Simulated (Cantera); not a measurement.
## Catalytic combustion on Pt

An isothermal plug-flow reactor at 698 K and 0.365 atm (inlet), inlet velocity 4.3 m/s, active area per volume 170 1/m; feed H2 : O2 : N2 : H2O = 0.0025 : 0.011 : 0.79 : 0.045 (molar parts), equivalence ratio 0.11.

Model: Deutschmann's 1995 Pt surface mechanism with GRI-Mech 3.0 gas chemistry, integrated in Cantera. Catalytic surfaces can have several steady states; this one follows from the mechanism file's or the stated starting coverage. Mass transfer to the wall is taken as infinitely fast.

```json
[
 {"z (m)": "0.00021", "x H2": "0.00266", "x O2": "0.0128", "x H2O": "0.0533", "θ free Pt": "0.371", "θ O*": "0.615", "θ OH*": "0.0135"},
 {"z (m)": "0.00045", "x H2": "0.00239", "x O2": "0.0127", "x H2O": "0.0536", "θ free Pt": "0.337", "θ O*": "0.649", "θ OH*": "0.0132"},
 {"z (m)": "0.00096", "x H2": "0.00196", "x O2": "0.0125", "x H2O": "0.0540", "θ free Pt": "0.282", "θ O*": "0.706", "θ OH*": "0.0126"},
 {"z (m)": "0.0021", "x H2": "0.00139", "x O2": "0.0122", "x H2O": "0.0546", "θ free Pt": "0.205", "θ O*": "0.784", "θ OH*": "0.0113"},
 {"z (m)": "0.0045", "x H2": "0.000853", "x O2": "0.0119", "x H2O": "0.0552", "θ free Pt": "0.130", "θ O*": "0.861", "θ OH*": "0.00949"},
 {"z (m)": "0.0096", "x H2": "0.000456", "x O2": "0.0117", "x H2O": "0.0556", "θ free Pt": "0.0761", "θ O*": "0.916", "θ OH*": "0.00751"},
 {"z (m)": "0.021", "x H2": "0.000199", "x O2": "0.0116", "x H2O": "0.0559", "θ free Pt": "0.0466", "θ O*": "0.947", "θ OH*": "0.00598"}
]
```
x: gas mole fraction; θ: surface coverage.
